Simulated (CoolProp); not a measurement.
The fluid at 293.15 K and 0.0831 MPa is compressed adiabatically to 0.472 MPa with isentropic efficiency 0.7. The same conditions are run with several fluids, on thermodynamics alone (safety and materials aside).

The numbers come from the reference Helmholtz-energy equation of state of each fluid (carbonyl sulfide: Lemmon 2006; carbon dioxide: Span 1996; R1336mzz(E): Akasaka 2023; propane: Lemmon 2009) in CoolProp.

Rank carbonyl sulfide, carbon dioxide, R1336mzz(E), propane by work (kJ/kg), highest first.

carbon dioxide (166), propane (147), carbonyl sulfide (118), R1336mzz(E) (36.2)

| fluid | final temperature (K) | final density (kg/m³) |
|---|---|---|
| carbonyl sulfide | 454.1 | 7.62 |
| carbon dioxide | 473.8 | 5.30 |
| R1336mzz(E) | 343.3 | 30.8 |
| propane | 376.9 | 6.89 |
